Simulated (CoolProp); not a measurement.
Values from CoolProp's reference Helmholtz-energy equation of state, Zhou 2012.

Q: For o-xylene, give the phase and the density (kg/m³), Joule-Thomson coefficient (K/MPa), conductivity (mW/(m K)) at 363.9 K and 0.101 MPa; 373.3 K and 0.101 MPa; 382.8 K and 0.101 MPa.

A: 
- 363.9 K and 0.101 MPa: liquid; density 819, Joule-Thomson coefficient -0.372, conductivity 114
- 373.3 K and 0.101 MPa: liquid; density 811, Joule-Thomson coefficient -0.358, conductivity 112
- 382.8 K and 0.101 MPa: liquid; density 802, Joule-Thomson coefficient -0.343, conductivity 109

Thermal conductivity comes from a separate model (Mylona 2014).
